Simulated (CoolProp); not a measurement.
Vapour pressure (MPa) of octamethylcyclotetrasiloxane (D4): the reference equation beside estimates from Tc = 586.5 K, pc = 1.347 MPa, ω = 0.598. Clausius-Clapeyron is anchored at 373.6 K with a constant enthalpy of vaporisation of 47.01 kJ/mol.

Values from CoolProp's reference Helmholtz-energy equation of state, Thol 2015.

| T (K) | reference | Clausius-Clapeyron | van der Waals | Redlich-Kwong | Peng-Robinson |
|---|---|---|---|---|---|
| 350.2 | 0.003123 | 0.003239 | 0.1138 | (withheld) | 0.003474 |
| 353.5 | 0.003662 | 0.003766 | 0.1201 | 0.02893 | 0.004042 |
| 356.9 | 0.004296 | 0.004386 | 0.1269 | 0.03194 | 0.004706 |
| 360.2 | (withheld) | 0.005071 | 0.1337 | 0.03509 | 0.005438 |
| 363.6 | 0.005817 | 0.005873 | 0.1410 | 0.03858 | 0.006289 |
| 366.9 | 0.006717 | 0.006754 | 0.1483 | 0.04220 | 0.007219 |
| 370.3 | 0.007763 | 0.007781 | 0.1561 | 0.04620 | (withheld) |
| 373.6 | 0.008904 | 0.008904 | 0.1639 | 0.05035 | 0.009465 |
| 377 | 0.01022 | 0.01021 | 0.1723 | 0.05491 | 0.01081 |
| 380.3 | (withheld) | 0.01163 | 0.1806 | 0.05961 | 0.01226 |
| 383.7 | 0.01329 | 0.01326 | 0.1895 | 0.06477 | 0.01393 |
| 387 | 0.01505 | 0.01504 | 0.1984 | 0.07009 | 0.01571 |
| 390.4 | 0.01707 | 0.01708 | 0.2079 | 0.07590 | 0.01775 |
| 393.7 | (withheld) | 0.01928 | 0.2173 | 0.08186 | 0.01993 |
| 397.1 | 0.02168 | 0.02181 | 0.2274 | 0.08836 | 0.02240 |

Task: Fill in the missing entries.

Result: 
- 350.2, Redlich-Kwong: 0.02621
- 360.2, reference: 0.004997
- 370.3, Peng-Robinson: 0.008295
- 380.3, reference: 0.01165
- 393.7, reference: 0.01923

Absolute difference from the reference over all 15 rows, mean and median: Clausius-Clapeyron 0.9 and 0.3 %, van der Waals 1927.6 and 1740.7 %, Redlich-Kwong 487.1 and 465.5 %, Peng-Robinson 6.7 and 6.3 %.
